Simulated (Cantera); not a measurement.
Adiabatic ignition

An adiabatic, constant-pressure homogeneous reactor starts with 6.93 % CH4, 1.11 % C2H6, 1.25 % C3H8, 18.4 % O2, 69.3 % N2, 2.98 % H2O, equivalence ratio 1.3, at 1400 K and 110000 Pa.

Computed with Cantera and GRI-Mech 3.0 (53 species, 325 reactions). GRI-Mech 3.0 was tuned for natural gas; its chemistry of propane as a main component is partial and can be far from experiment.

| t (s) | T (K) | x CH4 | x C2H6 | x C3H8 | x CH2CO | x C2H2 |
|---|---|---|---|---|---|---|
| 3.00e-6 | 1400 | 0.0693 | 0.0111 | 0.0125 | 1.82e-10 | 5.94e-11 |
| 1.39e-5 | 1399 | 0.0693 | 0.0110 | 0.0123 | 3.47e-8 | 6.30e-9 |
| 6.46e-5 | 1399 | 0.0686 | 0.0107 | 0.0114 | 7.03e-6 | 1.05e-6 |
| 0.000300 | 1619 | 0.0446 | 0.00283 | 0.000799 | 0.00272 | 0.000897 |
| 0.00139 | 2706 | <1e-12 | <1e-12 | <1e-12 | <1e-12 | <1e-12 |
| 0.00646 | 2700 | <1e-12 | <1e-12 | <1e-12 | <1e-12 | <1e-12 |
| 0.0300 | 2699 | <1e-12 | <1e-12 | <1e-12 | <1e-12 | <1e-12 |
| 0.139 | 2699 | <1e-12 | <1e-12 | <1e-12 | <1e-12 | <1e-12 |
| 0.646 | 2699 | <1e-12 | <1e-12 | <1e-12 | <1e-12 | <1e-12 |
| 3.00 | 2699 | <1e-12 | <1e-12 | <1e-12 | <1e-12 | <1e-12 |
x: mole fraction; the columns are a selection and need not sum to one.

* **time of steepest temperature rise**: 0.325 ms
* **temperature at 3.00 s**: 2699 K
* **equilibrium temperature**: 2699 K
* **x(CH4) at 3.00 s**: <1e-12 (gas-phase equilibrium <1e-12)
* **x(C2H6) at 3.00 s**: <1e-12 (gas-phase equilibrium <1e-12)
* **x(C3H8) at 3.00 s**: <1e-12 (gas-phase equilibrium <1e-12)
